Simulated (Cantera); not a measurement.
Input: 1 mol Si3N4, 2.4 mol NF3, 17 mol Cl2, equilibrated at 100000 Pa.

Method: chemical equilibrium by Gibbs-energy minimisation in Cantera with the NASA 1993 tables (ideal gas, pure condensed phases). Candidate condensed phases: Si, Si3N4; 24 gas species. Equilibrium is a limit: real reactors are often held back by kinetics, nucleation or transport.

Problem. At 1498 K, list the 4 most abundant gas species with their mole fractions, and the condensed phases.

Solution. Cl2 0.662, N2 0.150, SiF4 0.0845, SiCl4 0.0563. Condensed: gas only.
